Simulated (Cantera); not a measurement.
What does this Cantera script print?

```python
import numpy as np
import cantera as ct

gas = ct.Solution("gri30.yaml")
gas.TPX = 1225, 100000, {'C2H6': 1, 'N2': 3.5}
inlet = ct.Reservoir(gas, clone=True)

reactor = ct.IdealGasConstPressureReactor(gas, energy="off", clone=False)
exhaust = ct.Reservoir(gas, clone=True)
tau = [0.52, 0.23, 0.099, 0.043, 0.019, 0.0083, 0.0036, 0.0016, 0.00069, 0.0003][0]
for a, b in ((inlet, reactor), (reactor, exhaust)):
    ct.MassFlowController(a, b, mdot=lambda t: reactor.mass / tau)
net = ct.ReactorNet([reactor])
show = ['C2H6', 'CH2', 'CH3', 'C2H', 'H2', 'C2H2', 'H']

rows = []
print(f"{'tau/s':>10s}{'T/K':>9s}" + "".join(f"{s:>11s}" for s in show))
for tau in [0.52, 0.23, 0.099, 0.043, 0.019, 0.0083, 0.0036, 0.0016, 0.00069, 0.0003]:
    net.initial_time = 0.0
    net.advance(30 * tau)
    before = gas.X
    net.advance(40 * tau)
    drift = np.max(np.abs(gas.X - before) / (gas.X + 1e-9))
    rows.append([gas.T, *gas[show].X, drift])
    print(f"{tau:10.3e}{gas.T:9.1f}" + "".join(f"{x:11.3e}" for x in gas[show].X))
```

Output:

```
     tau/s      T/K       C2H6        CH2        CH3        C2H         H2       C2H2          H
 5.200e-01   1225.0  7.537e-03  5.499e-11  1.022e-05  1.065e-10  1.697e-01  4.533e-02  1.727e-06
 2.300e-01   1225.0  1.217e-02  8.001e-11  1.186e-05  1.117e-10  1.660e-01  3.768e-02  2.131e-06
 9.900e-02   1225.0  2.109e-02  1.203e-10  1.438e-05  1.037e-10  1.564e-01  2.783e-02  2.524e-06
 4.300e-02   1225.0  3.786e-02  1.809e-10  1.815e-05  8.120e-11  1.402e-01  1.766e-02  2.791e-06
 1.900e-02   1225.0  6.729e-02  2.625e-10  2.339e-05  5.295e-11  1.157e-01  9.377e-03  2.830e-06
 8.300e-03   1225.0  1.116e-01  3.563e-10  2.976e-05  2.957e-11  8.197e-02  3.986e-03  2.633e-06
 3.600e-03   1225.0  1.583e-01  4.307e-10  3.524e-05  1.540e-11  4.727e-02  1.345e-03  2.344e-06
 1.600e-03   1225.0  1.904e-01  4.538e-10  3.775e-05  7.748e-12  2.344e-02  3.745e-04  2.100e-06
 6.900e-04   1225.0  2.086e-01  4.114e-10  3.667e-05  3.293e-12  9.993e-03  7.663e-05  1.861e-06
 3.000e-04   1225.0  2.171e-01  2.978e-10  3.148e-05  1.069e-12  3.748e-03  1.140e-05  1.531e-06
```

Detailed kinetics in Cantera: GRI-Mech 3.0 (53 species, 325 reactions). GRI-Mech 3.0 stops at C3 and has no aromatics, soot or wall deposition, so with more carbon than oxygen in the feed, carbon stays in small species such as C2H2 where larger ones or solid carbon would form.
